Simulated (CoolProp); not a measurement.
CH2F2 (R32) at several states: Z from the reference equation and from simpler models built on Tc = 351.3 K, pc = 5783 kPa, ω = 0.277; each cubic takes its own stable root.

Computed with CoolProp (reference Helmholtz-energy equation of state, Tillner-Roth 1997).

```tsv
T (K)	p (kPa)	phase	reference
405.4	5220	gas	0.7747
150.4	10100	liquid	0.2994
255	11100	liquid	0.2385
297.7	25.9	gas	0.9968
```

How far does each simpler model (van der Waals, Soave-Redlich-Kwong) lie from the reference over these 4 states: mean and median of the absolute difference, and the worst?


- van der Waals: mean 45.9 %, median 43.2 %, worst +96.9 % at 150.4 K and 10100 kPa
- Soave-Redlich-Kwong: mean 15.7 %, median 15.5 %, worst +31.5 % at 150.4 K and 10100 kPa
